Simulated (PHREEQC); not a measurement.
Dissolve 140 mmol/kgw CdCl2, 0.075 mmol/kgw KCl and 160 mmol/kgw H2SO4 at 50 °C. Closed to the air; pH follows from the charge balance.

Equilibrium calculation in PHREEQC: ion-association model, phreeqc.dat.

Each row changes one thing in this solution. Precipitation was switched off in this run.

```json
[
 {"case": "as made", "pH": "0.84", "ionic strength (mol/kgw)": "0.356", "Cl- (mol/kgw)": "0.142", "HSO4- (mol/kgw)": "0.134", "SO4-2 (mol/kgw)": "0.0172"},
 {"case": "diluted 2-fold with water", "pH": "1.11", "ionic strength (mol/kgw)": "0.200", "Cl- (mol/kgw)": "0.0835", "HSO4- (mol/kgw)": "0.0618", "SO4-2 (mol/kgw)": "0.0120"},
 {"case": "KCl left out", "pH": "0.84", "ionic strength (mol/kgw)": "0.356", "Cl- (mol/kgw)": "0.142", "HSO4- (mol/kgw)": "0.134", "SO4-2 (mol/kgw)": "0.0172"},
 {"case": "CdCl2 replaced by CuCl2 at the same molality", "pH": "0.83", "ionic strength (mol/kgw)": "0.502", "Cl- (mol/kgw)": "0.237", "HSO4- (mol/kgw)": "0.127", "SO4-2 (mol/kgw)": "0.0184"},
 {"case": "CdCl2 left out", "pH": "0.86", "ionic strength (mol/kgw)": "0.191", "Cl- (mol/kgw)": "(withheld)", "HSO4- (mol/kgw)": "(withheld)", "SO4-2 (mol/kgw)": "0.0154"},
 {"case": "KCl replaced by LiCl at the same molality", "pH": "0.84", "ionic strength (mol/kgw)": "0.356", "Cl- (mol/kgw)": "0.142", "HSO4- (mol/kgw)": "0.134", "SO4-2 (mol/kgw)": "0.0172"},
 {"case": "temperature from 50 to 10 °C", "pH": "0.79", "ionic strength (mol/kgw)": "(withheld)", "Cl- (mol/kgw)": "0.151", "HSO4- (mol/kgw)": "0.112", "SO4-2 (mol/kgw)": "0.0304"}
]
```

### Question
What belongs in the gaps?

### Answer

- CdCl2 left out, Cl- (mol/kgw): 7.50e-5
- CdCl2 left out, HSO4- (mol/kgw): 0.145
- temperature from 50 to 10 °C, ionic strength (mol/kgw): 0.388

At this temperature some constants are extrapolated from 25 °C, and those without enthalpy data are left unchanged.
